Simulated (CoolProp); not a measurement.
The fluid at 293.15 K and 3.52 MPa (gas) is heated at constant pressure to 449.1 K. The same conditions are run with several fluids, on thermodynamics alone (safety and materials aside).

Values from CoolProp's reference Helmholtz-energy equation of state of each fluid (hydrogen chloride: Thol 2018; dry air: Lemmon 2000; methane: Setzmann 1991; oxygen: Schmidt 1985). Blends and air are pseudo-pure fits.

```tsv
fluid	heat (kJ/kg)	final density (kg/m³)
hydrogen chloride	167	36.4
dry air	163	27.0
methane	402	15.2
oxygen	151	30.0
```

Above 300 K oxygen's equation is extrapolated.
